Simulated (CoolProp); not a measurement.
A closed Brayton cycle with carbon dioxide: compressor inlet 312.15 K and 9.1 MPa, high pressure 16.5 MPa, turbine inlet 830 K, compressor efficiency 0.8, turbine efficiency 0.93, recuperator effectiveness 0 (on enthalpy, no pinch check). Each further row changes one setting.

Values from CoolProp's reference Helmholtz-energy equation of state, Span 1996.

```
case                           thermal efficiency (%)  net work (kJ/kg)  compressor to turbine work  compressor exit (K)  turbine exit (K)
-----------------------------  ----------------------  ----------------  --------------------------  -------------------  ----------------
as stated                                         9.7              68.6                        0.18                334.8             755.2
turbine inlet 780 K                               9.8              63.0                        0.20                334.8             708.0
compressor inlet 322.15 K                         9.5              58.4                        0.30                365.8             755.2
high pressure 14 MPa                              7.2              51.1                        0.17                328.3             775.5
recuperator effectiveness 0.5                    15.4              68.6                        0.18                334.8             755.2
```
